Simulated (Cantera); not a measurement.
What does this Cantera script print?

```python
import numpy as np
import cantera as ct

gas = ct.Solution("gri30.yaml")
gas.TPX = 1648, 860000, {'CH4': 1, 'O2': 0.833, 'N2': 3.13}
reactor = ct.IdealGasConstPressureReactor(gas, energy="on", clone=False)
net = ct.ReactorNet([reactor])
net.rtol, net.atol = 1e-08, 1e-16
show = ['CH4', 'O2', 'NO', 'C2H', 'N2O', 'H2O', 'CH2']
times = np.geomspace(8e-06, 0.3, 13)

steps = ct.SolutionArray(gas, extra=["t"])
rows = []
print(f"{'t/s':>10s}{'T/K':>9s}{'P/Pa':>11s}" + "".join(f"{s:>11s}" for s in show))
for t in times:
    while net.time < t:
        t_next = net.step()
        steps.append(gas.state, t=t_next)
    rows.append([np.interp(t, steps.t, y) for y in (steps.T, steps.P, *steps(*show).X.T)])
    print(f"{t:10.3e}{rows[-1][0]:9.1f}{rows[-1][1]:11.4g}" + "".join(f"{x:11.3e}" for x in rows[-1][2:]))
rate = np.gradient(steps.T, steps.t)
print("integrator steps:", len(steps.t))
if steps.T.max() > steps.T[0] + 200:
    print(f"time of steepest temperature rise: {steps.t[rate.argmax()]:.4e} s")
gas.TPX = 1648, 860000, {'CH4': 1, 'O2': 0.833, 'N2': 3.13}
gas.equilibrate("HP")
print(f"equilibrium (HP): T = {gas.T:.1f} K  " + "  ".join(f"{s} {gas[s].X[0]:.3e}" for s in show))
```

Result:

```
       t/s      T/K       P/Pa        CH4         O2         NO        C2H        N2O        H2O        CH2
 8.000e-06   1647.8    8.6e+05  2.010e-01  1.677e-01  7.163e-13  1.515e-15  1.073e-09  1.875e-04  2.435e-09
 1.924e-05   1650.7    8.6e+05  1.996e-01  1.670e-01  3.997e-12  1.440e-13  3.805e-09  9.735e-04  8.353e-09
 4.628e-05   1674.2    8.6e+05  1.914e-01  1.623e-01  3.446e-11  2.289e-11  2.069e-08  6.241e-03  4.469e-08
 1.113e-04   2497.2    8.6e+05  2.505e-03  1.193e-06  4.023e-05  1.568e-05  9.990e-09  1.249e-01  2.886e-05
 2.678e-04   2473.8    8.6e+05  3.838e-04  5.893e-07  1.409e-04  6.681e-07  2.957e-08  9.923e-02  2.827e-06
 6.441e-04   2470.2    8.6e+05  5.053e-07  5.730e-07  1.836e-04  4.538e-10  3.300e-08  9.727e-02  3.592e-09
 1.549e-03   2470.9    8.6e+05  5.332e-09  5.792e-07  9.710e-05  1.436e-14  1.117e-08  9.732e-02  3.975e-11
 3.726e-03   2471.3    8.6e+05  4.882e-09  5.820e-07  4.752e-05  1.302e-14  5.043e-09  9.736e-02  3.626e-11
 8.963e-03   2471.4    8.6e+05  4.805e-09  5.829e-07  3.134e-05  1.281e-14  3.948e-09  9.737e-02  3.568e-11
 2.156e-02   2471.4    8.6e+05  4.798e-09  5.830e-07  2.940e-05  1.279e-14  3.847e-09  9.738e-02  3.563e-11
 5.185e-02   2471.4    8.6e+05  4.798e-09  5.830e-07  2.939e-05  1.279e-14  3.846e-09  9.738e-02  3.563e-11
 1.247e-01   2471.4    8.6e+05  4.798e-09  5.830e-07  2.939e-05  1.279e-14  3.846e-09  9.738e-02  3.563e-11
 3.000e-01   2471.4    8.6e+05  4.798e-09  5.830e-07  2.939e-05  1.279e-14  3.846e-09  9.738e-02  3.563e-11
integrator steps: 1946
time of steepest temperature rise: 8.2436e-05 s
equilibrium (HP): T = 2471.4 K  CH4 5.413e-09  O2 5.830e-07  NO 2.939e-05  C2H 1.436e-14  N2O 3.846e-09  H2O 9.738e-02  CH2 3.994e-11
```

Cantera simulation using GRI-Mech 3.0 (53 species, 325 reactions); the numbers are that mechanism's predictions, not measurements.
